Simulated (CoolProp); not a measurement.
Model: reference Helmholtz-energy equation of state, de Reuck 1993, in CoolProp.

Problem. For methanol, give the phase and the Z, speed of sound (m/s), Prandtl number at -83.35 °C and 9.66 bar.

Solution. 
- -83.35 °C and 9.66 bar: liquid; Z 0.0220, speed of sound 1530, Prandtl number 68.0

Viscosity comes from a separate model (Xiang 2006). Thermal conductivity comes from a separate model (Sykioti 2013).
